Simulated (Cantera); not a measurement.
Charge: 1 mol C2H2, 2.7 mol NH3, 0.48 mol H2, equilibrated at 577 °C and 0.0133 bar.

Cantera equilibrium calculation (NASA polynomials, part measured and part estimated; ideal gas, pure solids and liquids). Candidate condensed phases: C, C6H6, C7H8, C8H18; 92 gas species. Rates play no part.

Base state: H2 0.797, N2 0.197, CH4 0.00528 (mole fractions); condensed: C(graphite).

### Question
What changes in the equilibrium state with this change: temperature from 577 °C to 1375 °C?

### Answer
```tsv
species	before	after
H2	0.797	0.803
N2	0.197	0.196
HCN	1.21e-7	0.00108
CH4	0.00528	1.15e-5
H	<1e-9	0.000691
C2H2 (acetylene)	<1e-9	3.59e-5
HNC	<1e-9	2.83e-5
C(graphite), mol	1.96	1.99
```

### Question
What changes in the equilibrium state with this change: temperature from 577 °C to 2052 °C?

### Answer
```tsv
species	before	after
H2	0.797	0.719
N2	0.197	0.180
H	<1e-9	0.0808
HCN	1.21e-7	0.0159
C2H2 (acetylene)	<1e-9	0.00351
HNC	<1e-9	0.00150
CN	<1e-9	7.91e-5
C2H	<1e-9	1.90e-5
CH4	0.00528	1.40e-6
C(graphite), mol	1.96	1.82
```

### Question
What changes in the equilibrium state with this change: pressure from 0.0133 bar to 0.000340 bar?

### Answer
```tsv
species	before	after
H2	0.797	0.804
N2	0.197	0.196
CH4	0.00528	0.000137
C(graphite), mol	1.96	2.00
```
